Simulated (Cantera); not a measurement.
Input (Python, Cantera) and output of one run.

```python
import numpy as np
import cantera as ct

gas_names = """
    NH3 NO2 H TaO2
""".split()
cond_names = """
    Ta2O5(s) Ta2O5(L)
""".split()


# ... load() reads the species with a 1 bar reference pressure and builds the phases ...
species = {s.name: s for s in load("nasa_gas.yaml", gas_names) + load("nasa_condensed.yaml", cond_names)}
# Each term lists the table entries of one substance; the one whose range holds T is used.
reactions = {
    'NH3(g) + 2 Ta2O5 = NO2(g) + 3 H(g) + 4 TaO2(g)':
        [(-1, ['NH3']), (-2, ['Ta2O5(s)', 'Ta2O5(L)']), (1, ['NO2']), (3, ['H']), (4, ['TaO2'])],
}


def pick(names, T):
    return next(species[n] for n in names if species[n].thermo.min_temp <= T <= species[n].thermo.max_temp)


results = []
for label, terms in reactions.items():
    print(label)
    print("     T/K   dH/kJ  dS/(J/K)   dG/kJ   log10 K")
    for T in [448, 548, 648, 748, 848, 948, 1048, 1148]:
        used = [(nu, pick(names, T)) for nu, names in terms]
        dH = sum(nu * s.thermo.h(T) for nu, s in used) / 1e6
        dS = sum(nu * s.thermo.s(T) for nu, s in used) / 1e3
        dG = dH - T * dS / 1e3
        logK = -dG * 1e6 / (ct.gas_constant * T * np.log(10))
        results.append((label, T, dH, dS, dG, logK, [s.name for _, s in used]))
        print(f"{T:8g} {dH:8.1f} {dS:8.1f} {dG:8.1f} {logK:8.2f}")
```

It prints:

```
NH3(g) + 2 Ta2O5 = NO2(g) + 3 H(g) + 4 TaO2(g)
     T/K   dH/kJ  dS/(J/K)   dG/kJ   log10 K
     448   4017.2   1211.3   3474.5  -405.11
     548   4012.4   1201.6   3353.9  -319.68
     648   4006.8   1192.2   3234.2  -260.70
     748   4000.4   1183.1   3115.4  -217.55
     848   3993.4   1174.3   2997.6  -184.64
     948   3985.7   1165.7   2880.6  -158.72
    1048   3977.4   1157.4   2764.4  -137.78
    1148   3968.6   1149.4   2649.1  -120.53
```

Source: NASA polynomial tables (part measured, part estimated), evaluated in Cantera. Condensed species are held in their standard states even where they would react or evaporate.
